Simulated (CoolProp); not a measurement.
Vapour-liquid equilibrium of R125 (1) + R236FA (2) at 271 kPa; x and y are mole fractions of (1).

Values from CoolProp's multi-fluid Helmholtz-energy mixture model, Lemmon 2005 and Pan 2012; pair parameters Bell 2016.

**Question.** Give the bubble temperature and the first vapour's composition at x = 0.35, 0.5, 0.725. Is there an azeotrope?

**Answer.** x = 0.35: -2.5 °C, y = 0.746; x = 0.5: -9.8 °C, y = 0.854; x = 0.725: -18.1 °C, y = 0.943. No azeotrope shows between x = 0.05 and 0.95.

The pair parameters rest on a limited set of measurements; away from them the model extrapolates.
